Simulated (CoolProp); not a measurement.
Vapour-liquid equilibrium of n-butane (1) + acetone (2) at 119 kPa; x and y are mole fractions of (1).

The numbers come from the multi-fluid Helmholtz-energy mixture model, Bücker 2006 and Lemmon 2006; pair parameters Bell 2016 in CoolProp.

```tsv
x	bubble temperature (°C)	y at the bubble point	dew temperature at overall composition x (°C)	liquid density (mol/L)
0.05	40.5	0.527	59.3	12.96
0.2	14.6	0.855	54.4	12.76
0.35	8.5	0.899	48.7	12.23
0.5	7.0	0.909	41.8	11.67
0.65	6.5	0.914	33.2	11.16
0.8	5.6	0.927	20.9	10.72
0.95	4.3	0.970	4.7	10.37
```

No azeotrope shows between x = 0.05 and 0.95.

The pair parameters rest on a limited set of measurements; away from them the model extrapolates. With so large a gap from Raoult's law the liquid may split in two, which this calculation doesn't test in full.
